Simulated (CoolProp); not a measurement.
Vapour-liquid equilibrium of R125 (1) + n-butane (2) at 0.151 MPa; x and y are mole fractions of (1).

Values from CoolProp's multi-fluid Helmholtz-energy mixture model, Lemmon 2005 and Bücker 2006; pair parameters Bell 2016.

```json
[
 {"x": "0.05", "bubble temperature, mixture model (K)": "261.4", "bubble temperature, Raoult's law (K)": "277.0", "y, mixture model": "0.578", "y, Raoult's law": "0.250"},
 {"x": "0.2", "bubble temperature, mixture model (K)": "240.2", "bubble temperature, Raoult's law (K)": "262.9", "y, mixture model": "0.854", "y, Raoult's law": "0.635"},
 {"x": "0.35", "bubble temperature, mixture model (K)": "236.1", "bubble temperature, Raoult's law (K)": "253.8", "y, mixture model": "0.888", "y, Raoult's law": "0.800"},
 {"x": "0.5", "bubble temperature, mixture model (K)": "(withheld)", "bubble temperature, Raoult's law (K)": "247.1", "y, mixture model": "0.894", "y, Raoult's law": "0.887"},
 {"x": "0.65", "bubble temperature, mixture model (K)": "(withheld)", "bubble temperature, Raoult's law (K)": "242.0", "y, mixture model": "0.898", "y, Raoult's law": "0.938"},
 {"x": "0.8", "bubble temperature, mixture model (K)": "234.6", "bubble temperature, Raoult's law (K)": "238.0", "y, mixture model": "(withheld)", "y, Raoult's law": "0.971"},
 {"x": "0.95", "bubble temperature, mixture model (K)": "233.7", "bubble temperature, Raoult's law (K)": "234.6", "y, mixture model": "(withheld)", "y, Raoult's law": "0.994"}
]
```

Problem. Fill in the missing entries.

Solution. 
- 0.5, bubble temperature, mixture model (K): 235.4
- 0.65, bubble temperature, mixture model (K): 235.2
- 0.8, y, mixture model: 0.911
- 0.95, y, mixture model: 0.962

The largest gap from Raoult's law is -22.7 K in bubble temperature, at x = 0.2. No azeotrope shows between x = 0.05 and 0.95.

The pair parameters rest on a limited set of measurements; away from them the model extrapolates. With so large a gap from Raoult's law the liquid may split in two, which this calculation doesn't test in full.
